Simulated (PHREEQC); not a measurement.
Consider water at 25 °C and 300 atm with 88 mmol/kgw HCl, 0.057 mmol/kgw MnSO4 and 94 mmol/kgw Fe2(SO4)3. Closed to the air; pH follows from the charge balance.

All values are PHREEQC results (ion-association model, phreeqc.dat), not measurements.

```
quantity          before    after
---------------  -------  -------
pH                  1.54     1.73
SO4-2 (mol/kgw)   0.0430   0.0251
HSO4- (mol/kgw)   0.0299   0.0141
Mn+2 (mol/kgw)   3.83e-5  2.01e-5
```

### Question
Which change was made?
(A) temperature from 25 to 75 °C
(B) diluted 100-fold with water
(C) diluted 2-fold with water
(D) Fe2(SO4)3 from 0.094 to 0.0094 mol/kgw
(E) HCl replaced by CuCl2 at the same molality

### Answer
C, diluted 2-fold with water

No solid was allowed to form. Some of these states are supersaturated (in Hematite (slow to form), Goethite (slow to form), for instance). Under pressure, the constants of complexes without a molar volume in the database are unreliable.
